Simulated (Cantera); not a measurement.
Predominance diagram of Cr at 1177 °C against the partial pressures of O2 and N2 (log10, bar). Cantera with NASA thermochemical tables; ideal gases at 1 bar, condensed phases pure. Candidates: Cr(s), CrN(s), Cr2N(s), Cr2O3(s). Only these pure phases compete in this equilibrium. 

```
log p(N2) \ log p(O2)
        columns: -27, -25.8, -24.5, -23.3, -22.1, -20.9, -19.6, -18.4, -17.2, -16, -14.7, -13.5, -12.3, -11, -9.8, -8.6, -7.4, -6.1, -4.9, -3.7, -2.5, -1.2, 0
      0  A A A A A A A A B B B B B B B B B B B B B B B
   -0.9  A A A A A A A A B B B B B B B B B B B B B B B
   -1.8  C C C C C C C C B B B B B B B B B B B B B B B
   -2.7  C C C C C C C C B B B B B B B B B B B B B B B
   -3.6  C C C C C C C C B B B B B B B B B B B B B B B
   -4.5  C C C C C C C C B B B B B B B B B B B B B B B
   -5.5  C C C C C C C C B B B B B B B B B B B B B B B
   -6.4  C C C C C C C C B B B B B B B B B B B B B B B
   -7.3  C C C C C C C C B B B B B B B B B B B B B B B
   -8.2  C C C C C C C C B B B B B B B B B B B B B B B
   -9.1  C C C C C C C C B B B B B B B B B B B B B B B
    -10  C C C C C C C C B B B B B B B B B B B B B B B
```

A: Cr2N(s); B: Cr2O3(s); C: Cr(s).
